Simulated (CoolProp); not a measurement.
R245fa along the isobar 143 bar: Z from the reference equation and from simpler models built on Tc = 427.0 K, pc = 36.51 bar, ω = 0.378; each cubic takes its own stable root.

Model: reference Helmholtz-energy equation of state, Akasaka 2015, in CoolProp.

| T (K) | phase | reference |
|---|---|---|
| 240.7 | liquid | 0.6359 |
| 252.9 | liquid | 0.6162 |
| 265.2 | liquid | 0.5987 |
| 277.5 | liquid | 0.5832 |
| 289.8 | liquid | 0.5697 |
| 302.1 | liquid | 0.5578 |
| 314.4 | liquid | 0.5476 |
| 326.7 | liquid | 0.5390 |
| 339 | liquid | 0.5318 |
| 351.2 | liquid | 0.5261 |
| 363.5 | liquid | 0.5218 |
| 375.8 | liquid | 0.5190 |
| 388.1 | liquid | 0.5177 |
| 400.4 | liquid | 0.5181 |

Q: How far does each simpler model (van der Waals, Redlich-Kwong, Soave-Redlich-Kwong, Peng-Robinson) lie from the reference over these 14 states: mean and median of the absolute difference, and the worst?

A: 
- van der Waals: mean 55.8 %, median 56.5 %, worst +63.7 % at 240.7 K and 143 bar
- Redlich-Kwong: mean 12.6 %, median 12.6 %, worst +13.5 % at 240.7 K and 143 bar
- Soave-Redlich-Kwong: mean 9.0 %, median 8.9 %, worst +10.1 % at 240.7 K and 143 bar
- Peng-Robinson: mean 3.0 %, median 3.1 %, worst -3.6 % at 326.7 K and 143 bar
